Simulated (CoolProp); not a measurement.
Vapour pressure (kPa) of the fluoroketone C6F12O (FK-5-1-12): the reference equation beside estimates from Tc = 441.8 K, pc = 1869 kPa, ω = 0.471. Clausius-Clapeyron is anchored at 290.2 K with a constant enthalpy of vaporisation of 30.66 kJ/mol.

Model: reference Helmholtz-energy equation of state, McLinden 2015, in CoolProp.

```csv
T (K),reference,Lee-Kesler,Clausius-Clapeyron,Redlich-Kwong,Peng-Robinson
255.5,4.538,4.572,5.088,25.72,4.886
262.5,6.917,6.944,7.476,34.50,7.336
269.4,10.20,10.22,10.71,45.25,10.68
276.3,14.67,14.68,15.08,58.37,15.21
283.3,20.74,20.73,20.97,74.42,21.31
290.2,28.58,28.56,28.58,93.25,29.15
297.2,38.81,38.80,38.55,115.7,39.35
304.1,51.59,51.58,51.08,141.5,52.05
311.1,67.76,67.77,67.11,171.8,68.09
318,87.37,87.41,86.79,205.8,87.54
325,111.5,111.6,111.4,245.1,111.5
331.9,140.2,140.3,141.1,288.7,140.0
338.8,174.2,174.4,176.9,337.5,173.8
345.8,214.9,215.1,220.5,392.6,214.3
352.7,261.8,261.9,271.6,452.8,261.1
```

Absolute difference from the reference over all 15 rows, mean and median: Lee-Kesler 0.1 and 0.1 %, Clausius-Clapeyron 2.7 and 1.1 %, Redlich-Kwong 208.6 and 174.3 %, Peng-Robinson 2.0 and 0.9 %.
